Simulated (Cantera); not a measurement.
What does this Cantera script print?

```python
import numpy as np
import cantera as ct

gas_names = """
    CL CLO CL2 H HCL HOCL HO2 H2 H2O H2O2 O OH O2 O3 Ti TiCL TiCL2 TiCL3 TiCL4 TiO TiOCL TiOCL2 TiO2
""".split()
cond_names = """
    H2O(s) H2O(L) Ti(a) Ti(b) Ti(L) TiCL2(s) TiCL3(s) TiCL4(L) TiO(a) TiO(b) TiO(L) TiO2(ru) TiO2(L)
    Ti2O3(a) Ti2O3(b) Ti2O3(L) Ti3O5(a) Ti3O5(b) Ti3O5(L) Ti4O7(s) Ti4O7(L)
""".split()


def load(file, names, dense=False):
    # The tables refer to 1 bar. Condensed volumes are neglected.
    table = {s.name: s for s in ct.Species.list_from_file(file)}
    out = []
    for n in names:
        d = dict(table[n].input_data)
        d["thermo"] = dict(d["thermo"], **{"reference-pressure": 1e5})
        if dense:
            d["equation-of-state"] = {"model": "constant-volume", "density": "1e6 g/cm^3"}
        out.append(ct.Species.from_dict(d))
    return out


gas = ct.Solution(thermo="ideal-gas", species=load("nasa_gas.yaml", gas_names))
cond = {s.name: ct.Solution(thermo="fixed-stoichiometry", species=[s], name=s.name)
        for s in load("nasa_condensed.yaml", cond_names, dense=True)}
atoms = {
    'TiCl4': {'Ti': 1, 'CL': 4},
    'O2': {'O': 2},
    'H2': {'H': 2},
}
top_T = {'TiCL2(s)': 1300, 'TiCL3(s)': 1000}  # K; cautious upper limits of use, not melting points


def equilibrate(T, P, feed):
    n = {}
    for name, mol in feed.items():
        for a, k in atoms[name].items():
            n[a] = n.get(a, 0.0) + k * mol
    gas.TPX = T, P, n
    mass = sum(n.values()) * gas.mean_molecular_weight
    gas.equilibrate("TP")
    valid = [c for c in cond.values() if c.min_temp <= T <= top_T.get(c.name, c.max_temp)]
    mix = ct.Mixture([(gas, mass / gas.mean_molecular_weight)] + [(c, 0.0) for c in valid])
    mix.T, mix.P = T, P
    mix.equilibrate("TP", solver="vcs", rtol=1e-11, max_steps=5000)
    return mix


results = []
feed = {'TiCl4': 1, 'O2': 6, 'H2': 1}  # mol
P = 1333.22  # Pa
for T in [1023, 1123, 1223, 1323, 1423, 1523, 1623, 1723, 1823, 1923, 2023, 2123, 2223]:
    mix = equilibrate(T, P, feed)
    results.append((T, P, feed, dict(zip(mix.species_names, mix.species_moles))))

top = {s: max(r[3][s] / sum(r[3][g] for g in gas_names) for r in results) for s in gas_names}
cols = sorted((s for s in top if top[s] > 0.0001), key=lambda s: -top[s])[:8]
seen = [c for c in cond_names if any(r[3].get(c, 0) > 1e-12 for r in results)]
print("log10 of partial pressures in bar; condensed amounts in mol")
print(f"{'T/K':>10s}" + "".join(f"{s[:9]:>10s}" for s in cols + seen))
for T, P, feed, n in results:
    ng = sum(n[g] for g in gas_names)
    print(f"{T:10.4g}" + "".join(f"{np.log10(max(n[s] / ng * P / 1e5, 1e-99)):10.3f}" for s in cols)
          + "".join(f"{n.get(c, 0):10.4g}" for c in seen))
```

Output:

```
log10 of partial pressures in bar; condensed amounts in mol
       T/K        O2        CL       HCL       CL2       H2O         O        OH         H  TiO2(ru)   TiO2(L)
      1023    -2.081    -4.637    -2.513    -2.745    -3.861   -10.547    -8.530   -14.677         1         0
      1123    -2.081    -4.082    -2.499    -2.768    -4.081    -9.397    -7.901   -13.210         1         0
      1223    -2.084    -3.623    -2.495    -2.799    -4.267    -8.435    -7.376   -11.981         1         0
      1323    -2.089    -3.247    -2.496    -2.857    -4.407    -7.620    -6.922   -10.925         1         0
      1423    -2.098    -2.955    -2.504    -2.968    -4.482    -6.920    -6.510    -9.991         1         0
      1523    -2.110    -2.747    -2.517    -3.159    -4.467    -6.313    -6.112    -9.138         1         0
      1623    -2.121    -2.620    -2.531    -3.439    -4.347    -5.781    -5.711    -8.335         1         0
      1723    -2.129    -2.553    -2.546    -3.777    -4.155    -5.310    -5.313    -7.582         1         0
      1823    -2.134    -2.516    -2.564    -4.124    -3.948    -4.889    -4.940    -6.892    0.9999         0
      1923    -2.140    -2.490    -2.589    -4.449    -3.765    -4.511    -4.607    -6.275    0.9999         0
      2023    -2.146    -2.466    -2.621    -4.744    -3.619    -4.172    -4.317    -5.727    0.9996         0
      2123    -2.155    -2.444    -2.660    -5.009    -3.509    -3.866    -4.067    -5.241    0.9985         0
      2223    -2.168    -2.424    -2.707    -5.252    -3.432    -3.589    -3.851    -4.808         0    0.9948
```

Cantera equilibrium calculation (NASA polynomials, part measured and part estimated; ideal gas, pure solids and liquids). Condensed phases not in the tables: TiOCl.
